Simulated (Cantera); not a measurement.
Feed: 1 mol MgCO3, 2 mol SO2, 1 mol O2, 0.16 mol H2S, at 13.3 mbar.

These are equilibrium values from Cantera (NASA tables, ideal gas, pure condensed phases), not measurements of a reactor. Candidate condensed phases: C, C6H6, C7H8, C8H18, H2O, H2SO4, Mg, MgCO3, MgO, Mg(OH)2, MgS, MgSO4, S; 130 gas species. Kinetics and transport are ignored.

log p: log10 of the partial pressure in bar; n: condensed amount in mol.

| T (°C) | log p SO2 | log p CO2 | log p O2 | log p SO3 | log p H2O | log p OH | n MgSO4(s) | n MgO(s) |
|---|---|---|---|---|---|---|---|---|
| 552 | -2.35 | -2.25 | -3.36 | -2.69 | -3.05 | -10.44 | 1.00 | 0 |
| 652 | -2.27 | -2.27 | ___ | ___ | -3.07 | ___ | 1.00 | 0 |
| 752 | -2.24 | -2.28 | ___ | ___ | -3.08 | ___ | 1.00 | 0 |
| 852 | -2.16 | -2.48 | -2.62 | -3.78 | -3.28 | -7.62 | 0 | 1.00 |
| 952 | -2.15 | -2.48 | -2.61 | -4.14 | -3.28 | -7.00 | 0 | 1.00 |
| 1052 | -2.15 | -2.49 | -2.61 | -4.44 | -3.28 | -6.48 | 0 | 1.00 |
| 1152 | -2.15 | -2.49 | -2.61 | -4.71 | -3.28 | -6.03 | 0 | 1.00 |
| 1252 | -2.15 | -2.49 | -2.61 | -4.94 | -3.28 | -5.64 | 0 | 1.00 |

Problem. What belongs in the gaps?

Solution. 
- 652, log p O2: -3.01
- 652, log p SO3: -3.10
- 652, log p OH: -9.24
- 752, log p O2: -2.91
- 752, log p SO3: -3.56
- 752, log p OH: -8.33
